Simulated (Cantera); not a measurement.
Input: 1 mol SiO2, 3 mol HBr, 3.2 mol O2, equilibrated at 90.0 Torr.

These are equilibrium values from Cantera (NASA tables, ideal gas, pure condensed phases), not measurements of a reactor. Candidate condensed phases: Br2, H2O, Si, SiO2; 28 gas species. The tables hold silica as quartz up to 1696 K and as liquid above; real silica turns to tridymite and cristobalite and melts near 1996 K. Gases not in the tables: Si(OH)4. Rates play no part.

x: gas mole fraction; n: condensed amount in mol.

```
T (K)   x O2      x Br  x H2O   x Br2     x HBr  x OH       x O  n SiO2(α-quartz)  n SiO2(β-quartz)  n SiO2(condensed)
-----  -----  --------  -----  ------  --------  ----  --------  ----------------  ----------------  -----------------
675    0.450   3.05e-5  0.275   0.275  0.000141   [?]    <1e-12              1.00                 0                  0
775    0.450  0.000286  0.275   0.275  0.000696   [?]    <1e-12              1.00                 0                  0
875    0.450   0.00161  0.274   0.273   0.00238   [?]  3.98e-12                 0              1.00                  0
975    0.449   0.00633  0.271   0.268   0.00627   [?]  1.40e-10                 0              1.00                  0
1075   0.447    0.0191  0.265   0.255    0.0135   [?]   2.53e-9                 0              1.00                  0
1175   0.443    0.0463  0.255   0.232    0.0247   [?]   2.80e-8                 0              1.00                  0
1275   0.434    0.0934  0.240   0.194    0.0387   [?]   2.12e-7                 0              1.00                  0
1375   0.421     0.159  0.223   0.144    0.0526   [?]   1.19e-6                 0              1.00                  0
1475   0.406     0.230  0.208  0.0930    0.0625   [?]   5.28e-6                 0              1.00                  0
1575   0.393     0.290  0.197  0.0526    0.0666   [?]   1.94e-5                 0              1.00                  0
1675   0.384     0.330  0.192  0.0274    0.0658   [?]   6.11e-5                 0              1.00                  0
1775   0.378     0.354  0.190  0.0140    0.0626   [?]  0.000170                 0                 0               1.00
```

Problem. Some entries are withheld; supply them.

Solution. 
- 675, x OH: 3.27e-11
- 775, x OH: 1.35e-9
- 875, x OH: 2.40e-8
- 975, x OH: 2.35e-7
- 1075, x OH: 1.50e-6
- 1175, x OH: 6.91e-6
- 1275, x OH: 2.47e-5
- 1375, x OH: 7.21e-5
- 1475, x OH: 0.000181
- 1575, x OH: 0.000407
- 1675, x OH: 0.000838
- 1775, x OH: 0.00160
